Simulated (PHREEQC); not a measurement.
## Acid mine or pickling water: speciation

Synthetic water in mg/L, 25 °C, pH 3.35, pe 9.8: Na 81.7; K 0.0263; Ca 101; Mg 7.83; Cl 43.5; S(6) as SO4 415; Zn 0.738.

Na is adjusted to close the charge balance.
Valence states are taken as typed.

Equilibrium calculation in PHREEQC: ion-association model, wateq4f.dat.

Each row changes one thing in this solution. Precipitation was switched off in this run.

```tsv
case	ionic strength (mol/kgw)	SO4-2 (mol/kgw)	Ca+2 (mol/kgw)	CaSO4 (mol/kgw)	Mg+2 (mol/kgw)	HSO4- (mol/kgw)	SI of Gypsum (CaSO4:2H2O)	SI of Halite (NaCl)
as made	0.0142	0.00354	0.00197	0.000547	0.000243	0.000108	-0.98	-7.05
Mg from 7.83 to 3.92 mg/L	0.0142	0.00358	0.00197	0.000551	0.000121	0.000109	-0.98	-7.01
temperature from 25 to 5 °C at the same typed pH	0.0147	0.00367	0.00203	0.000486	0.000269	7.59e-5	-0.92	-7.00
all concentrations times 4 at the same typed pH	0.0506	0.0125	0.00658	0.00352	0.000785	0.000305	-0.17	-5.88
```

Complexes and solids missing from the database can't appear. Away from 25 °C the constants follow the database's enthalpies or fits; those with neither stay at their 25 °C values.
